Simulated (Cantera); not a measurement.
An isothermal, constant-pressure homogeneous reactor starts with CH₄ : CO₂ : H₂ = 1 : 1.4 : 0.042 (molar parts), at 1700 K and 14.0 bar.

Computed with Cantera and GRI-Mech 3.0 (53 species, 325 reactions). The pressure lies above the range GRI-Mech 3.0 was tuned for (to about 10 atm).

**Question.** Predict: x(CH₄) at 2.00 s; x(CO₂) at 2.00 s; x(H₂) at 2.00 s; x(CH₂CO) at 2.00 s.

**Answer.** x(CH₄) at 2.00 s: 0.0110 (gas-phase equilibrium 4.93e-5)
x(CO₂) at 2.00 s: 0.0301 (gas-phase equilibrium 0.0249)
x(H₂) at 2.00 s: 0.373 (gas-phase equilibrium 0.394)
x(CH₂CO) at 2.00 s: 1.28e-6 (gas-phase equilibrium 4.98e-9)
